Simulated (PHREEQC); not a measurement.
0.015 g of hydrous ferric oxide (600 m²/g; 0.2 weak and 0.005 strong sites per Fe, Dzombak-Morel constants, diffuse double layer) in 1 kg of water with 0.1 mol/kgw of an inert sodium salt and 0.0044 mmol/kgw BaCl2, at 25 °C; the pH is set by adding NaOH or the inert anion's acid. O2 is buffered at 0.21 atm. The system is closed to CO2. Precipitation was switched off in this run.

The series has 13 steps of pH, from 3 to 11.

Equilibrium calculation in PHREEQC: ion-association model, wateq4f.dat.

Question: Near which pH is half of the Ba sorbed, and on which side is more sorbed?

Answer: Near pH 10.5, with more sorbed at higher pH.

Complexes and solids missing from the database can't appear. The oxide is taken as insoluble; below pH 4 it would dissolve.
